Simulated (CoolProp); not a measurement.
Fluorine at several states: fugacity coefficient from the reference equation and from simpler models built on Tc = -128.7 °C, pc = 5.240 MPa, ω = 0.045; each cubic takes its own stable root.

Values from CoolProp's reference Helmholtz-energy equation of state, de Reuck 1990.

```
T (°C)   p (MPa)          phase  reference
-------  -------  -------------  ---------
-58.75      13.5  supercritical     0.8006
-175.95    0.159            gas     0.9656
19.45       2.61            gas     0.9881
-137.65     2.67            gas     0.7977
-136.35    0.268            gas     0.9803
-124.75     5.12            gas     0.7084
```

**Question.** How far does each simpler model (van der Waals, Soave-Redlich-Kwong) lie from the reference over these 6 states: mean and median of the absolute difference, and the worst?

**Answer.** 
- van der Waals: mean 2.3 %, median 1.9 %, worst -5.4 % at -58.75 °C and 13.5 MPa
- Soave-Redlich-Kwong: mean 0.4 %, median 0.4 %, worst +1.0 % at -58.75 °C and 13.5 MPa
